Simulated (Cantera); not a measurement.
## C₂H₆ + NH₃ + H₂ (carbon deposition, reforming and gasification)

Input: 1 mol C₂H₆, 0.041 mol NH₃, 84 mol H₂, at 1152 °C and 98.0 mbar.

Cantera equilibrium calculation (NASA polynomials, part measured and part estimated; ideal gas, pure solids and liquids). Candidate condensed phases: C, C₆H₆, C₇H₈, C₈H₁₈; 92 gas species. The numbers say what is thermodynamically allowed, not how fast it happens.

- x(H₂) = 0.999
- x(CH₄) = 0.000369
- x(N₂) = 0.000231
- x(H) = 2.18e-5
- x(HCN) = 9.20e-6
- x(C₂H₂ (acetylene)) = 3.52e-6
- n(C(graphite)) = 1.97 mol
- gas amount = 87.05 mol
